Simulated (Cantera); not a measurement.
A Cantera script and its output.

```python
import numpy as np
import cantera as ct

gas = ct.Solution("gri30.yaml")
gas.TPX = 1200, 13332, {'N2O': 1}
reactor = ct.IdealGasConstPressureReactor(gas, energy="off", clone=False)
net = ct.ReactorNet([reactor])
net.rtol, net.atol = 1e-08, 1e-18
show = ['N2O', 'N2', 'NO', 'O2', 'O']
times = np.geomspace(4e-06, 1, 11)

steps = ct.SolutionArray(gas, extra=["t"])
rows = []
print(f"{'t/s':>10s}{'T/K':>9s}{'P/Pa':>11s}" + "".join(f"{s:>11s}" for s in show))
for t in times:
    while net.time < t:
        t_next = net.step()
        steps.append(gas.state, t=t_next)
    rows.append([np.interp(t, steps.t, y) for y in (steps.T, steps.P, *steps(*show).X.T)])
    print(f"{t:10.3e}{rows[-1][0]:9.1f}{rows[-1][1]:11.4g}" + "".join(f"{x:11.3e}" for x in rows[-1][2:]))
rate = np.gradient(steps.T, steps.t)
print("integrator steps:", len(steps.t))
if steps.T.max() > steps.T[0] + 200:
    print(f"time of steepest temperature rise: {steps.t[rate.argmax()]:.4e} s")
gas.TPX = 1200, 13332, {'N2O': 1}
gas.equilibrate("TP")
print(f"equilibrium (TP): T = {gas.T:.1f} K  " + "  ".join(f"{s} {gas[s].X[0]:.3e}" for s in show))
```

Output:

```
       t/s      T/K       P/Pa        N2O         N2         NO         O2          O
 4.000e-06   1200.0  1.333e+04  1.000e+00  1.697e-07  1.497e-09  6.386e-09  1.562e-07
 1.386e-05   1200.0  1.333e+04  1.000e+00  6.375e-07  1.673e-08  7.138e-08  4.864e-07
 4.804e-05   1200.0  1.333e+04  1.000e+00  2.644e-06  1.599e-07  6.821e-07  1.200e-06
 1.665e-04   1200.0  1.333e+04  1.000e+00  1.130e-05  1.054e-06  4.498e-06  1.775e-06
 5.771e-04   1200.0  1.333e+04  9.999e-01  4.303e-05  4.563e-06  1.947e-05  1.818e-06
 2.000e-03   1200.0  1.333e+04  9.998e-01  1.531e-04  1.675e-05  7.147e-05  1.818e-06
 6.931e-03   1200.0  1.333e+04  9.992e-01  5.345e-04  5.897e-05  2.516e-04  1.818e-06
 2.402e-02   1200.0  1.333e+04  9.971e-01  1.854e-03  2.050e-04  8.748e-04  1.818e-06
 8.326e-02   1200.0  1.333e+04  9.899e-01  6.398e-03  7.077e-04  3.021e-03  1.818e-06
 2.885e-01   1200.0  1.333e+04  9.655e-01  2.181e-02  2.411e-03  1.030e-02  1.815e-06
 1.000e+00   1200.0  1.333e+04  8.870e-01  7.142e-02  7.883e-03  3.373e-02  1.807e-06
integrator steps: 523
equilibrium (TP): T = 1200.0 K  N2O 5.360e-09  N2 6.666e-01  NO 2.278e-04  O2 3.332e-01  O 3.988e-08
```

Computed with Cantera and GRI-Mech 3.0 (53 species, 325 reactions). GRI-Mech 3.0 was tuned for natural gas; its chemistry of N2O as a main component is partial and can be far from experiment. The mechanism lacks the step 2 NO + O2 → 2 NO2, which can matter for NO2 below about 1400 K. The temperature is held fixed by assumption; the heat of reaction is taken as removed at once.
